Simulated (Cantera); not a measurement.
Feed: 1 mol B, 2.1 mol H2O, 3.7 mol H2, 0.31 mol NH3, held at 1248 K and 5.70 mbar.

Equilibrium computed with Cantera from the NASA thermochemical tables; the gas is ideal and each condensed phase is pure. Candidate condensed phases: B, BN, B2O3, B3O3H3, H2O; 39 gas species. Gases not in the tables: H3BO3. Rates play no part.

Base state: H2 0.880, H2O 0.0899, N2 0.0241, HBO2 0.00637, (HBO2)3 2.00e-5 (mole fractions); condensed: B2O3(l).

Q: What changes in the equilibrium state with this change: temperature from 1248 K to 1598.15 K?

A: 
```
species        before    after
------------  -------  -------
H2              0.880    0.815
HBO2          0.00637    0.109
H2O            0.0899   0.0337
B2O3          7.28e-6   0.0166
N2             0.0241   0.0224
B2O2            <1e-9  4.58e-5
BO            1.35e-9  4.51e-5
HBO           5.16e-6  0.00254
B2O3(l), mol    0.479        0
```

Q: What changes in the equilibrium state with this change: B replaced by B2H6?

A: 
```
species        before     after
------------  -------  --------
H2              0.880     0.998
HBO           5.16e-6   0.00173
B3O3H3          <1e-9  0.000521
H2O            0.0899   1.03e-6
N2             0.0241     <1e-9
B2O2            <1e-9   5.11e-5
(HBO2)3       2.00e-5     <1e-9
HBO2          0.00637   2.15e-5
B2O3(l), mol    0.479     0.689
B(s), mol           0     0.280
BN(s), mol          0     0.310
```
The feed counts by its element totals alone. Mutual solubility and eutectic melting of coexisting phases are not modelled.

Q: What changes in the equilibrium state with this change: pressure from 5.70 mbar to 0.150 bar?

A: 
```json
[
 {"species": "H2", "before": "0.880", "after": "0.882"},
 {"species": "H2O", "before": "0.0899", "after": "0.0926"},
 {"species": "N2", "before": "0.0241", "after": "0.0241"},
 {"species": "HBO2", "before": "0.00637", "after": "0.00126"},
 {"species": "(HBO2)3", "before": "2.00e-5", "after": "0.000107"},
 {"species": "B2O3(l), mol", "before": "0.479", "after": "0.495"}
]
```
